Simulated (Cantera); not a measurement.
# Adiabatic ignition

An adiabatic, constant-volume homogeneous reactor starts with 6.31 % CH4, 0.524 % C2H6, 12.1 % O2, 80.8 % N2, 0.328 % CO2, at 1575 K and 5.00 bar.

Detailed kinetics in Cantera: GRI-Mech 3.0 (53 species, 325 reactions).

```
t (s)     T (K)  P (bar)   x CH4   x C2H6     x O2     x C2H    x CH2O     x OH      x NO
--------  -----  -------  ------  -------  -------  --------  --------  -------  --------
2.00e-6    1574     5.00  0.0631  0.00519    0.121    <1e-12   2.38e-6  2.82e-7    <1e-12
5.91e-6    1574     5.00  0.0630  0.00510    0.120    <1e-12   2.49e-5  1.15e-6    <1e-12
1.75e-5    1575     5.00  0.0625  0.00483    0.120  1.27e-12  0.000254  3.85e-6  4.08e-12
5.16e-5    1598     5.09  0.0580  0.00391    0.117  1.95e-10   0.00147  1.25e-5  7.28e-11
0.000152   2837     9.34  <1e-12   <1e-12  0.00291    <1e-12   2.53e-9  0.00767   0.00100
0.000451   2827     9.31  <1e-12   <1e-12  0.00249    <1e-12   2.64e-9  0.00718   0.00324
0.00133    2823     9.30  <1e-12   <1e-12  0.00237    <1e-12   2.68e-9  0.00701   0.00400
0.00393    2823     9.30  <1e-12   <1e-12  0.00237    <1e-12   2.68e-9  0.00701   0.00401
0.0116     2823     9.30  <1e-12   <1e-12  0.00237    <1e-12   2.68e-9  0.00701   0.00401
0.0344     2823     9.30  <1e-12   <1e-12  0.00237    <1e-12   2.68e-9  0.00701   0.00401
0.102      2823     9.30  <1e-12   <1e-12  0.00237    <1e-12   2.68e-9  0.00701   0.00401
0.300      2823     9.30  <1e-12   <1e-12  0.00237    <1e-12   2.68e-9  0.00701   0.00401
```
x: mole fraction; the columns are a selection and need not sum to one.

```
Quantity                                                             Value
---------------------------------  ---------------------------------------
time of steepest temperature rise                                  92.2 µs
temperature at 0.300 s                                              2823 K
equilibrium temperature                                             2823 K
x(CH4) at 0.300 s                    <1e-12 (gas-phase equilibrium <1e-12)
x(C2H6) at 0.300 s                   <1e-12 (gas-phase equilibrium <1e-12)
x(O2) at 0.300 s                   0.00237 (gas-phase equilibrium 0.00237)
```
